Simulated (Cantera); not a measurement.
An isothermal, constant-pressure homogeneous reactor starts with CO : O2 : H2O : N2 = 0.0034 : 0.023 : 0.099 : 1 (molar parts), equivalence ratio 0.074, at 1475 K and 23000 Pa.

Model: GRI-Mech 3.0 (53 species, 325 reactions), integrated in Cantera.

One state of this run: x CO = 1.54e-7; x O2 = 0.0189; x H2O = 0.0881; x H2O2 = 1.04e-9; x OH = 4.67e-5. x: mole fraction; the columns are a selection and need not sum to one.

Q: Which value of t (s) does it belong to?
A) 0.585
B) 0.000262
C) 2.11
D) 0.162

A: C, 2.11
